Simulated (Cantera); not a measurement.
**Pyrogenic steam for wet oxidation**

An isothermal, constant-pressure homogeneous reactor starts with H2 : O2 : N2 = 1.7 : 1 : 1.4 (molar parts), equivalence ratio 0.85, at 898 K and 18000 Pa.

Model: the H2/O2 subset of GRI-Mech 3.0, which has no nitrogen chemistry, integrated in Cantera. Below about 950 K walls govern HO2 and H2O2 in real vessels. The temperature is held fixed by assumption; the heat of reaction is taken as removed at once.

| t (s) | x H2 | x O2 | x OH | x H | x HO2 | x H2O2 | x H2O |
|---|---|---|---|---|---|---|---|
| 0.000300 | 0.415 | 0.244 | 3.24e-11 | 1.35e-9 | 1.11e-9 | 1.29e-12 | 2.24e-9 |
| 0.00143 | 0.411 | 0.242 | 5.55e-5 | 0.00150 | 4.33e-5 | 6.91e-7 | 0.00356 |
| 0.00682 | 0.0788 | 0.0837 | 1.75e-7 | 1.21e-6 | 5.33e-5 | 2.42e-5 | 0.424 |
| 0.0325 | 0.0787 | 0.0837 | 1.09e-8 | 9.83e-8 | 1.66e-5 | 5.03e-5 | 0.424 |
| 0.155 | 0.0784 | 0.0835 | 2.16e-8 | 1.82e-7 | 2.11e-5 | 9.13e-5 | 0.424 |
| 0.739 | 0.0729 | 0.0808 | 8.18e-8 | 5.56e-7 | 3.26e-5 | 0.000261 | 0.431 |
| 3.52 | 0.0428 | 0.0664 | 9.14e-8 | 4.16e-7 | 2.70e-5 | 0.000194 | 0.469 |
| 16.8 | 0.00207 | 0.0471 | 1.11e-7 | 3.55e-8 | 7.87e-6 | 2.01e-5 | 0.520 |
| 80.0 | 3.55e-5 | 0.0462 | 1.09e-8 | 6.88e-11 | 3.30e-7 | 4.09e-8 | 0.523 |
x: mole fraction; the columns are a selection and need not sum to one.

Equilibrium at this temperature and pressure: H2 1.72e-11, O2 0.0462, OH 3.01e-8, H <1e-12, HO2 7.24e-11, H2O2 3.14e-11, H2O 0.523 (gas phase only).
